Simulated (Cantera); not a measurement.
Boron, boron nitride and boron oxide: BF₃ + O₂ + N₂

Input: 1 mol BF₃, 0.09 mol O₂, 0.82 mol N₂, at 1898 K and 9.00 Torr.

These are equilibrium values from Cantera (NASA tables, ideal gas, pure condensed phases), not measurements of a reactor. Candidate condensed phases: B, BN, B₂O₃; 31 gas species. Rates play no part.

```json
{
  "x(BF₃)": "0.517",
  "x(N₂)": "0.426",
  "x(O₂)": "0.0439",
  "x(F)": "0.00677",
  "x(BOF)": "0.00336",
  "x(NO)": "0.00192",
  "x(O)": "0.000561",
  "x(BOF₂)": "5.54e-5",
  "x(BF₂)": "6.19e-6",
  "gas_amount": "1.920 mol",
  "log10 activity of B(s) (absent)": "-14.80"
}
```
